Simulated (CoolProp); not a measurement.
Vapour-liquid equilibrium of n-decane (1) + n-dodecane (2) at 0.461 bar; x and y are mole fractions of (1).

Computed with CoolProp (multi-fluid Helmholtz-energy mixture model, Lemmon 2006 and Lemmon 2004; pair parameters Bell 2016).

**Question.** Give the bubble temperature and the first vapour's composition at x = 0.35, 0.5, 0.8. Is there an azeotrope?

**Answer.** x = 0.35: 440.0 K, y = 0.622; x = 0.5: 433.8 K, y = 0.760; x = 0.8: 423.9 K, y = 0.929. No azeotrope shows between x = 0.05 and 0.95.

The pair parameters rest on a limited set of measurements; away from them the model extrapolates.
